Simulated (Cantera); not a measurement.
Charge: 1 mol B, 0.43 mol O₂, equilibrated at 13.3 mbar.

These are equilibrium values from Cantera (NASA tables, ideal gas, pure condensed phases), not measurements of a reactor. Candidate condensed phases: B, B₂O₃; 10 gas species. Rates play no part.

x: gas mole fraction; n: condensed amount in mol.

| T (°C) | x B₂O₂ | x BO | x B₂O₃ | x B₂O | x B | x BO₂ | n B(s) |
|---|---|---|---|---|---|---|---|
| 1575 | 0.769 | 0.0365 | 0.194 | 0.000352 | 6.45e-7 | 6.58e-6 | 0.217 |
| 1600 | 0.781 | 0.0445 | 0.174 | 0.000463 | 1.04e-6 | 7.80e-6 | 0.210 |
| 1625 | 0.789 | ___ | ___ | ___ | ___ | ___ | 0.204 |
| 1650 | 0.794 | 0.0649 | 0.140 | 0.000779 | 2.63e-6 | 1.07e-5 | 0.198 |
| 1675 | 0.796 | 0.0776 | 0.125 | 0.000996 | 4.11e-6 | 1.24e-5 | 0.192 |
| 1700 | 0.795 | 0.0921 | 0.111 | 0.00126 | 6.34e-6 | 1.42e-5 | 0.187 |
| 1725 | 0.791 | 0.109 | 0.0988 | 0.00159 | 9.67e-6 | 1.62e-5 | 0.182 |
| 1750 | 0.783 | 0.127 | 0.0873 | 0.00199 | 1.46e-5 | 1.84e-5 | 0.177 |
| 1775 | 0.772 | 0.148 | 0.0769 | 0.00246 | 2.18e-5 | 2.06e-5 | 0.173 |
| 1800 | 0.758 | 0.172 | 0.0674 | 0.00302 | 3.23e-5 | 2.30e-5 | 0.169 |
| 1825 | 0.740 | 0.198 | 0.0588 | 0.00368 | 4.73e-5 | 2.55e-5 | 0.166 |
| 1850 | 0.719 | 0.226 | 0.0511 | 0.00445 | 6.87e-5 | 2.79e-5 | 0.162 |
| 1875 | 0.694 | ___ | ___ | ___ | ___ | 3.04e-5 | 0.159 |
| 1900 | 0.666 | 0.289 | 0.0378 | 0.00636 | 0.000141 | 3.28e-5 | 0.155 |

What belongs in the gaps?


- 1875, x BO: 0.256
- 1875, x B₂O₃: 0.0441
- 1875, x B₂O: 0.00534
- 1875, x B: 9.88e-5
- 1625, x BO: 0.0540
- 1625, x B₂O₃: 0.156
- 1625, x B₂O: 0.000603
- 1625, x B: 1.67e-6
- 1625, x BO₂: 9.17e-6
